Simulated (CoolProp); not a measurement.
A single-stage vapour-compression cycle with nitrous oxide: evaporating at 212.15 K (dew point), condensing at 258.15 K (bubble point), superheat 0 K, subcooling 8 K, compressor efficiency 0.6, no pressure losses. Each further row changes one setting.

Values from CoolProp's reference Helmholtz-energy equation of state, Lemmon 2006. It is a short technical equation, of lower accuracy than the large ones.

| case | cooling COP | pressure ratio | discharge temperature (K) | refrigerating effect (kJ/kg) | volumetric capacity (kJ/m³) |
|---|---|---|---|---|---|
| as stated | 2.24 | 5.05 | 358.4 | 271 | 2990 |
| evaporating temperature 217.15 K | … | 4.09 | 343.5 | 273 | 3690 |
| condensing temperature 253.15 K | … | … | 343.8 | 280 | 3100 |
| subcooling 13 K | … | 5.05 | 358.4 | 280 | 3100 |
| superheat 10 K | 2.19 | 5.05 | 374.3 | 280 | 2920 |
| compressor efficiency 0.5 | … | 5.05 | 382.0 | 271 | 2990 |

Task: Fill in the missing entries.

Result: 
- evaporating temperature 217.15 K, cooling COP: 2.64
- condensing temperature 253.15 K, cooling COP: 2.60
- condensing temperature 253.15 K, pressure ratio: 4.37
- subcooling 13 K, cooling COP: 2.32
- compressor efficiency 0.5, cooling COP: 1.87
